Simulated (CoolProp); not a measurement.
n-undecane at several states: density (kg/m³) from the reference equation and from simpler models built on Tc = 638.8 K, pc = 1.990 MPa, ω = 0.539; each cubic takes its own stable root.

Computed with CoolProp (reference Helmholtz-energy equation of state, Aleksandrov 2011). It is a short technical equation, of lower accuracy than the large ones.

```csv
T (K),p (MPa),phase,reference
544.3,2.15,liquid,530.9
591.7,3.33,liquid,480.7
431.9,1.5,liquid,634.4
341.8,11.8,liquid,714.1
523.4,11,liquid,581.3
```

Task: How far does each simpler model (van der Waals, Soave-Redlich-Kwong, Peng-Robinson) lie from the reference over these 5 states: mean and median of the absolute difference, and the worst?

Result: 
- van der Waals: mean 42.1 %, median 43.4 %, worst -45.1 % at 431.9 K and 1.5 MPa
- Soave-Redlich-Kwong: mean 15.3 %, median 15.9 %, worst -17.1 % at 591.7 K and 3.33 MPa
- Peng-Robinson: mean 4.6 %, median 4.9 %, worst -6.8 % at 591.7 K and 3.33 MPa
